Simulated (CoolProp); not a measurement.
Properties of toluene at several states.

The numbers come from the reference Helmholtz-energy equation of state, Lemmon 2006 in CoolProp. It is a short technical equation, of lower accuracy than the large ones.

| T (K) | p (MPa) | phase | density (kg/m³) | isothermal compressibility (1/MPa) | conductivity (mW/(m K)) |
|---|---|---|---|---|---|
| 309.1 | 0.163 | liquid | ? | ? | ? |
| 303.3 | 0.0534 | liquid | ? | ? | ? |
| 297.9 | 0.538 | liquid | ? | 0.0009151 | ? |

Fill in the missing entries.


- 309.1, density (kg/m³): 852.1
- 309.1, isothermal compressibility (1/MPa): 0.0009958
- 309.1, conductivity (mW/(m K)): 127
- 303.3, density (kg/m³): 857.4
- 303.3, isothermal compressibility (1/MPa): 0.0009558
- 303.3, conductivity (mW/(m K)): 129
- 297.9, density (kg/m³): 862.8
- 297.9, conductivity (mW/(m K)): 131

Thermal conductivity comes from a separate model (Assael 2012).
